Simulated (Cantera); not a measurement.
A closed system holds: 1 mol CH₃F, 0.35 mol F₂, 7.9 mol H₂, at 1475 K and 10.0 mbar.

These are equilibrium values from Cantera (NASA tables, ideal gas, pure condensed phases), not measurements of a reactor. Candidate condensed phases: C, C₆H₆, C₇H₈, C₈H₁₈; 95 gas species. The numbers say what is thermodynamically allowed, not how fast it happens.

Base state: H₂ 0.834, HF 0.166, H 0.000118, CH₄ 2.02e-5 (mole fractions); condensed: C(graphite).

What changes in the equilibrium state with this change: F₂ from 0.35 to 0.11 mol?


```
species             before     after
----------------  --------  --------
H₂                   0.834     0.878
HF                   0.166     0.122
H                 0.000118  0.000122
CH₄                2.02e-5   2.24e-5
C(graphite), mol     1.000     1.000
```

What changes in the equilibrium state with this change: CH₃F replaced by CH₃Cl?


```tsv
species	before	after
H₂	0.834	0.834
HCl	0	0.0975
HF	0.166	0.0683
Cl	0	1.12e-5
CH₄	2.02e-5	2.02e-5
H	0.000118	0.000118
C(graphite), mol	1.000	1.000
```
